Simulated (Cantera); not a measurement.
**Premixed flame**

A freely propagating, adiabatic, planar premixed flame of 21.4 % H2, 13.3 % O2, 65.3 % N2, unburnt at 600 K and 13300 Pa; mixture-averaged transport, grid criteria slope 0.08 and curve 0.16, no radiation.

Cantera simulation using the H2/O2 subset of GRI-Mech 3.0, which has no nitrogen chemistry; the numbers are that mechanism's predictions, not measurements. Burning velocities carry a grid error of a few per cent, more on coarse grids.

```csv
z (mm),T (K),u (m/s),x H2,x O2,x H2O,x OH,x H,x HO2
-21.7,600,4.27,0.214,0.133,<1e-8,<1e-8,<1e-8,<1e-8
-14.4,600,4.27,0.214,0.133,<1e-8,<1e-8,<1e-8,<1e-8
-10.8,600,4.27,0.214,0.133,<1e-8,<1e-8,<1e-8,<1e-8
-7.22,600,4.27,0.214,0.133,3.52e-8,<1e-8,1.47e-7,4.15e-7
-3.61,608,4.32,0.212,0.133,0.000574,2.45e-5,0.000249,4.43e-5
-1.81,723,5.08,0.191,0.129,0.0114,0.000264,0.00597,3.05e-5
0,1063,7.27,0.0916,0.0923,0.0886,0.00227,0.0411,1.37e-5
1.81,1311,8.86,0.0286,0.0506,0.161,0.00571,0.0541,6.45e-6
3.61,1424,9.57,0.0242,0.0447,0.172,0.00740,0.0467,4.89e-6
7.22,1550,10.3,0.0238,0.0417,0.180,0.00921,0.0360,3.82e-6
14.4,1685,11.1,0.0221,0.0387,0.189,0.0108,0.0253,2.91e-6
28.9,1817,11.9,0.0188,0.0358,0.199,0.0116,0.0160,2.16e-6
57.8,1934,12.5,0.0143,0.0332,0.209,0.0113,0.00880,1.55e-6
```
x: mole fraction of selected species; z is measured from the peak of heat release.

```
Quantity                    Result
------------------------  --------
laminar burning velocity  427 cm/s
thermal thickness          7.22 mm
peak x(OH)                  0.0117
peak x(H)                   0.0549
peak x(HO2)                4.44e-5
grid points                    129
```
